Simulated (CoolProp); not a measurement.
Model: reference Helmholtz-energy equation of state, McLinden 2015, in CoolProp.

Q: For the fluoroketone C6F12O (FK-5-1-12), give the phase and the cp (kJ/(kg K)) at 101.25 °C and 0.0135 MPa; 167.85 °C and 0.164 MPa; 161.75 °C and 0.024 MPa.

A: 
- 101.25 °C and 0.0135 MPa: gas; cp 0.931
- 167.85 °C and 0.164 MPa: gas; cp 1.01
- 161.75 °C and 0.024 MPa: gas; cp 0.996
